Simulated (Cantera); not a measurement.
Charge: 1 mol Fe3O4, 2.2 mol CH4, 4.6 mol H2, equilibrated at 2.10 Torr.

Method: chemical equilibrium by Gibbs-energy minimisation in Cantera with the NASA 1993 tables (ideal gas, pure condensed phases). Candidate condensed phases: C, C6H6, C7H8, C8H18, Fe, Fe(CO)5, FeO, Fe(OH)2, Fe(OH)3, Fe2O3, Fe3O4, H2O; 114 gas species. The numbers say what is thermodynamically allowed, not how fast it happens.

**Question.** Which condensed phases are stable at each of these points (T (°C)): 877, 977, 1077, 1177, 1277, 1377, 1477, 1577, 1677?

**Answer.** 
| T (°C) | condensed phases | Fe condensed (%) |
|---|---|---|
| 877 | Fe(α) | 100.0 |
| 977 | Fe(γ) | 100.0 |
| 1077 | Fe(γ) | 100.0 |
| 1177 | Fe(γ) | 100.0 |
| 1277 | Fe(γ) | 99.9 |
| 1377 | Fe(γ) | 99.6 |
| 1477 | Fe(δ) | 98.1 |
| 1577 | Fe(l) | 92.0 |
| 1677 | Fe(l) | 70.1 |

At 877 °C the condensed part is Fe(α). From 977 °C to 1377 °C the condensed part is Fe(γ). At 1477 °C the condensed part is Fe(δ). From 1577 °C to 1677 °C the condensed part is Fe(l).
